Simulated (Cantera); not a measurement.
A perfectly stirred reactor is fed with NH3 : N2 = 1 : 0.11 (molar parts), at 20.3 Torr; it is held at 1675 K, and followed from long to short residence time.

Computed with Cantera and the gas-phase N/H chemistry of the illustrative SiF4/NH3 mechanism in the Surface Chemkin manual (1991). Walls and surfaces, which speed up NH3 decomposition in real reactors, are not modelled.

Question: Predict: x(NH3) at τ = 2.90 s; x(N) at τ = 2.90 s; x(NH2) at τ = 2.90 s; x(NH) at τ = 2.90 s; x(H) at τ = 2.90 s; x(NH3) at τ = 61.0 ms; x(NH2) at τ = 61.0 ms; x(NH) at τ = 61.0 ms; x(H) at τ = 61.0 ms.

Answer: 
```json
{
 "x(NH3) at τ = 2.90 s": "0.785",
 "x(N) at τ = 2.90 s": "4.16e-8",
 "x(NH2) at τ = 2.90 s": "0.000253",
 "x(NH) at τ = 2.90 s": "1.55e-6",
 "x(H) at τ = 2.90 s": "1.19e-5",
 "x(NH3) at τ = 61.0 ms": "0.899",
 "x(NH2) at τ = 61.0 ms": "0.000234",
 "x(NH) at τ = 61.0 ms": "6.92e-7",
 "x(H) at τ = 61.0 ms": "2.17e-7"
}
```
